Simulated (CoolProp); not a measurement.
Values from CoolProp's reference Helmholtz-energy equation of state, Lemmon 2006. It is a short technical equation, of lower accuracy than the large ones.

Problem. For neopentane, give the phase and the cv (kJ/(kg K)), speed of sound (m/s) at 144.85 °C and 3.52 MPa; 172.05 °C and 3.52 MPa; 199.25 °C and 3.52 MPa.

Solution. 
- 144.85 °C and 3.52 MPa: liquid; cv 2.26, speed of sound 295
- 172.05 °C and 3.52 MPa: supercritical; cv 2.48, speed of sound 115
- 199.25 °C and 3.52 MPa: supercritical; cv 2.46, speed of sound 162
